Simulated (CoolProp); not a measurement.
Properties of 1,2-dichloroethane at several states.

Model: reference Helmholtz-energy equation of state, Thol 2015, in CoolProp.

```tsv
T (K)	p (MPa)	phase	Z	speed of sound (m/s)
266.5	0.196	liquid	0.006784	1320
245	0.0112	liquid	(withheld)	(withheld)
333.8	0.0326	gas	0.9884	(withheld)
```

Task: Fill in the missing entries.

Result: 
- 245, Z: 0.0004122
- 245, speed of sound (m/s): 1405
- 333.8, speed of sound (m/s): 174.7
